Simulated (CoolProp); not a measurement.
Vapour-liquid equilibrium of R152A (1) + R227EA (2) at 262.3 K; x and y are mole fractions of (1).

The numbers come from the multi-fluid Helmholtz-energy mixture model, Outcalt 1996 and Lemmon 2016; pair parameters Bell 2016 in CoolProp.

Problem. Give the bubble pressure and the first vapour's composition at x = 0.15, 0.45, 0.75. Is there an azeotrope?

Solution. x = 0.15: 0.1327 MPa, y = 0.187; x = 0.45: 0.1494 MPa, y = 0.542; x = 0.75: 0.1660 MPa, y = 0.804. No azeotrope shows between x = 0.05 and 0.95.

Pair parameters are fitted to limited data, so mixtures are less certain than the pure fluids. The gap from Raoult's law changes sign with composition, which may be real or a fault of the pair parameters; it wasn't checked against measurements.
